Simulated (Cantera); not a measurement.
# Adiabatic ignition

An adiabatic, constant-volume homogeneous reactor starts with H₂ : O₂ : N₂ : NO = 1 : 0.694 : 1.74 : 0.0055 (molar parts), at 1123 K and 9.87 atm.

Detailed kinetics in Cantera: GRI-Mech 3.0 (53 species, 325 reactions). The hydrogen kinetics of GRI-Mech 3.0 are dated; newer H2 mechanisms differ, most at raised pressure. The mechanism lacks 2 NO + O2 → 2 NO2 and HONO, so NO2 and the effect of NO are under-described below about 1400 K. Above 3000 K some thermodynamic fits are extrapolated.

| t (s) | T (K) | P (bar) | x H₂ | x O₂ | x NO | x N₂ | x O | x HO₂ | x H₂O |
|---|---|---|---|---|---|---|---|---|---|
| 3.00e-6 | 1123 | 10.0 | 0.291 | 0.202 | 0.00160 | 0.506 | 1.41e-9 | 9.33e-8 | 1.04e-7 |
| 1.03e-5 | 1123 | 10.0 | 0.291 | 0.202 | 0.00160 | 0.506 | 1.89e-8 | 1.42e-6 | 3.19e-6 |
| 3.55e-5 | 1159 | 10.3 | 0.287 | 0.200 | 0.00124 | 0.507 | 6.38e-6 | 0.000360 | 0.00355 |
| 0.000122 | 3130 | 24.5 | 0.0179 | 0.0509 | 0.0226 | 0.566 | 0.00798 | 6.97e-5 | 0.291 |
| 0.000421 | 3130 | 24.5 | 0.0179 | 0.0507 | 0.0232 | 0.565 | 0.00794 | 6.93e-5 | 0.291 |
| 0.00145 | 3130 | 24.5 | 0.0179 | 0.0507 | 0.0232 | 0.565 | 0.00794 | 6.93e-5 | 0.291 |
| 0.00499 | 3130 | 24.5 | 0.0179 | 0.0507 | 0.0232 | 0.565 | 0.00794 | 6.93e-5 | 0.291 |
| 0.0172 | 3130 | 24.5 | 0.0179 | 0.0507 | 0.0232 | 0.565 | 0.00794 | 6.93e-5 | 0.291 |
| 0.0591 | 3130 | 24.5 | 0.0179 | 0.0507 | 0.0232 | 0.565 | 0.00794 | 6.93e-5 | 0.291 |
| 0.203 | 3130 | 24.5 | 0.0179 | 0.0507 | 0.0232 | 0.565 | 0.00794 | 6.93e-5 | 0.291 |
| 0.700 | 3130 | 24.5 | 0.0179 | 0.0507 | 0.0232 | 0.565 | 0.00794 | 6.93e-5 | 0.291 |
x: mole fraction; the columns are a selection and need not sum to one.

```
Item                                                              Result
---------------------------------  -------------------------------------
time of steepest temperature rise                                42.8 µs
temperature at 0.700 s                                            3130 K
equilibrium temperature                                           3130 K
x(H₂) at 0.700 s                   0.0179 (gas-phase equilibrium 0.0179)
x(O₂) at 0.700 s                   0.0507 (gas-phase equilibrium 0.0507)
x(NO) at 0.700 s                   0.0232 (gas-phase equilibrium 0.0232)
```
